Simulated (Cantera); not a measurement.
Si + Cl2 + H2 + HCl (chlorosilane synthesis and conversion)

A closed system holds: 1 mol Si, 0.52 mol Cl2, a varied amount of H2, 4.7 mol HCl, held at 550 °C and 6.90 bar.

These are equilibrium values from Cantera (NASA tables, ideal gas, pure condensed phases), not measurements of a reactor. Candidate condensed phases: Si; 19 gas species. Equilibrium is a limit: real reactors are often held back by kinetics, nucleation or transport.

From 0.54 mol H2 to 20 mol H2 nothing is condensed. The main Si-bearing gas is SiCl4 throughout.

| n(H2) (mol) | log p H2 | log p HCl | log p SiCl4 | log p SiHCl3 | log p SiH2Cl2 | log p SiCl3 |
|---|---|---|---|---|---|---|
| 0.54 | 0.47 | 0.40 | 0.16 | -2.69 | -6.62 | -5.89 |
| 0.77 | 0.49 | 0.38 | 0.14 | -2.67 | -6.55 | -5.88 |
| 1.1 | 0.52 | 0.35 | 0.11 | -2.64 | -6.46 | -5.86 |
| 1.6 | 0.56 | 0.32 | 0.07 | -2.60 | -6.34 | -5.84 |
| 2.3 | 0.60 | 0.27 | 0.02 | -2.56 | -6.21 | -5.82 |
| 3.2 | 0.64 | 0.21 | -0.03 | -2.52 | -6.09 | -5.80 |
| 4.6 | 0.68 | 0.13 | -0.11 | -2.48 | -5.93 | -5.78 |
| 6.7 | 0.71 | 0.04 | -0.20 | -2.45 | -5.77 | -5.77 |
| 9.5 | 0.74 | -0.06 | -0.30 | -2.42 | -5.62 | -5.75 |
| 14 | 0.77 | -0.18 | -0.43 | -2.40 | -5.44 | -5.74 |
| 20 | 0.79 | -0.30 | -0.55 | -2.38 | -5.29 | -5.74 |
log p: log10 of the partial pressure in bar; nothing condenses.
